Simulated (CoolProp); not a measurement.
A single-stage vapour-compression cycle with CH2F2 (R32): evaporating at 207.15 K (dew point), condensing at 243.15 K (bubble point), superheat 10 K, subcooling 8 K, compressor efficiency 0.75, no pressure losses. Each further row changes one setting.

Computed with CoolProp (reference Helmholtz-energy equation of state, Tillner-Roth 1997).

| case | cooling COP | pressure ratio | discharge temperature (K) | refrigerating effect (kJ/kg) | volumetric capacity (kJ/m³) |
|---|---|---|---|---|---|
| as stated | 3.69 | 5.94 | 340.4 | 360 | 487 |
| evaporating temperature 212.15 K | ? | 4.45 | 325.1 | 363 | ? |
| condensing temperature 238.15 K | ? | ? | 324.7 | 368 | 498 |
| subcooling 13 K | 3.77 | 5.94 | 340.4 | 368 | 498 |
| superheat 20 K | 3.60 | 5.94 | 353.8 | 368 | 474 |
| compressor efficiency 0.65 | 3.19 | 5.94 | 356.6 | 360 | 487 |

Task: Fill in the missing entries.

Result: 
- evaporating temperature 212.15 K, cooling COP: 4.50
- evaporating temperature 212.15 K, volumetric capacity (kJ/m³): 644
- condensing temperature 238.15 K, cooling COP: 4.37
- condensing temperature 238.15 K, pressure ratio: 4.81
